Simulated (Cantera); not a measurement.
Mixture: CO : H2 : O2 : N2 : H2O = 1 : 0.13 : 0.471 : 1.79 : 0.077 (molar parts), equivalence ratio 1.2, at 47000 Pa, adiabatic and at constant volume. Ignition delay is the time to a rise of 400 K.

Detailed kinetics in Cantera: GRI-Mech 3.0 (53 species, 325 reactions). Where the delays flatten at high temperature, the 400 K rule measures the pace of heat release, not the induction time.

### Question
What does this change do: pressure from 47000 Pa to 380000 Pa?

### Answer
```tsv
quantity	before	after
delay at 1000 K	0.749 ms	2.93 ms
delay at 1200 K	0.209 ms	38.1 µs
delay at 1400 K	0.125 ms	12.1 µs
delay at 1600 K	0.113 ms	7.39 µs
```
The hydrogen kinetics of GRI-Mech 3.0 are dated; newer H2 mechanisms differ, most at raised pressure.

### Question
What does this change do: pressure from 47000 Pa to 500000 Pa?

### Answer
```
quantity           before    after
---------------  --------  -------
delay at 1000 K  0.749 ms  3.14 ms
delay at 1200 K  0.209 ms  36.6 µs
delay at 1400 K  0.125 ms  9.38 µs
delay at 1600 K  0.113 ms  5.44 µs
```
The hydrogen kinetics of GRI-Mech 3.0 are dated; newer H2 mechanisms differ, most at raised pressure.
